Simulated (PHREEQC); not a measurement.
A solution holds 1.3 mol/kgw HCl, 0.00022 mol/kgw ZnSO4 and 0.0037 mol/kgw MgSO4, at 25 °C. Closed to the air; pH follows from the charge balance.

The numbers come from PHREEQC with the ion-association model, phreeqc.dat.

```
quantity                      before     after
--------------------------  --------  --------
pH                              0.02      0.98
HSO4- (mol/kgw)              0.00367  0.000321
SO4-2 (mol/kgw)             0.000244   7.04e-5
Zn+2 (mol/kgw)               8.13e-5   1.94e-5
ZnCl4-2 (mol/kgw)            4.64e-5   2.74e-9
ZnCl+ (mol/kgw)              4.48e-5   2.33e-6
SI of Zn(OH)2(e) (Zn(OH)2)    -16.40    -14.73
```

Name the change that produced these shifts.
(A) 0.99 mol/kgw HNO3 added
(B) 0.029 mol/kgw NaOH added
(C) diluted 10-fold with water
(D) HCl from 1.3 to 1.17 mol/kgw
(E) HCl from 1.3 to 1.43 mol/kgw

C, diluted 10-fold with water

This is a speciation only: nothing precipitates in the calculation. The ionic strength passes 0.7 mol/kgw, the rough limit of the ion-association models, in before.
